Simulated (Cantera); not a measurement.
An adiabatic, constant-volume homogeneous reactor starts with CH₄ : C₂H₆ : C₃H₈ : O₂ : N₂ : CO₂ = 1 : 0.12 : 0.11 : 2.48 : 9.31 : 2.5 (molar parts), equivalence ratio 1.2, at 1248 K and 3750 Torr.

Detailed kinetics in Cantera: GRI-Mech 3.0 (53 species, 325 reactions).

Q: Predict: time of steepest temperature rise; temperature at 0.500 s; equilibrium temperature; x(N₂O) at 0.500 s; x(H₂O₂) at 0.500 s.

A: 
| Property | Result |
|---|---|
| time of steepest temperature rise | 0.964 ms |
| temperature at 0.500 s | 2700 K |
| equilibrium temperature | 2700 K |
| x(N₂O) at 0.500 s | 7.03e-7 (gas-phase equilibrium 7.03e-7) |
| x(H₂O₂) at 0.500 s | 4.16e-7 (gas-phase equilibrium 4.16e-7) |
